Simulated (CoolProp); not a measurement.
Vapour-liquid equilibrium of toluene (1) + n-decane (2) at 259.35 °C; x and y are mole fractions of (1).

Values from CoolProp's multi-fluid Helmholtz-energy mixture model, Lemmon 2006 and Lemmon 2006; pair parameters Bell 2016.

```tsv
x	bubble pressure (bar)	y at the bubble point	dew pressure at overall composition x (bar)	liquid density (mol/L)
0.05	6.456	0.108	6.161	3.684
0.15	7.593	0.292	6.685	[?]
0.25	8.810	0.439	7.300	4.047
0.35	[?]	[?]	8.034	4.252
0.45	11.39	0.652	8.919	4.476
0.55	12.72	0.732	10.01	4.724
0.65	14.07	0.802	11.35	[?]
0.75	15.46	0.864	13.04	5.315
0.85	[?]	[?]	15.14	5.673
0.95	[?]	0.974	17.68	6.088
```

### Question
Fill in the missing entries.

### Answer

- 0.15, liquid density (mol/L): 3.859
- 0.35, bubble pressure (bar): 10.08
- 0.35, y at the bubble point: 0.556
- 0.65, liquid density (mol/L): 5.002
- 0.85, bubble pressure (bar): 16.88
- 0.85, y at the bubble point: 0.921
- 0.95, bubble pressure (bar): 18.35

No azeotrope shows between x = 0.05 and 0.95.

The pair parameters rest on a limited set of measurements; away from them the model extrapolates.
